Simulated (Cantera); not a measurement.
Input (Python, Cantera) and output of one run.

```python
import numpy as np
import cantera as ct

gas_names = [...]  # 110 gases of nasa_gas.yaml made of C, H, O
cond_names = """
    C(gr) C6H6(L) C7H8(L) C8H18(L),n-octa H2O(s) H2O(L)
""".split()


# ... load() reads the species with a 1 bar reference pressure and builds the phases ...
atoms = {
    'C': {'C': 1},
    'H2O': {'H': 2, 'O': 1},
}
top_T = {'C(gr)': 4500}  # K; cautious upper limits of use, not melting points


# ... equilibrate(T, P, feed) seeds the gas with the atoms and calls Mixture.equilibrate('TP', solver="vcs", rtol=1e-11, max_steps=5000) ...
results = []
feed = {'C': 1, 'H2O': 0.31}  # mol
T = 1998  # K
P = 44  # Pa
mix = equilibrate(T, P, feed)
results.append((T, P, feed, dict(zip(mix.species_names, mix.species_moles))))
x = sorted(zip(gas.X, gas.species_names), reverse=True)
print(f"T = {T:g} K  P = {P:g} Pa  gas = {mix.phase_moles(0):.4g} mol")
print("   x: " + "  ".join(f"{s} {v:.3e}" for v, s in x if v > 0.001))
print("   condensed (mol): " + ("  ".join(f"{mix.phase(i).name} {mix.phase_moles(i):.4g}"
      for i in range(1, mix.n_phases) if mix.phase_moles(i) > 1e-12) or "none"))
```

It prints:

```
T = 1998 K  P = 44 Pa  gas = 0.6365 mol
   x: CO 4.870e-01  H2 4.607e-01  H 5.191e-02
   condensed (mol): C(gr) 0.6896
```

Method: chemical equilibrium by Gibbs-energy minimisation in Cantera with the NASA 1993 tables (ideal gas, pure condensed phases).
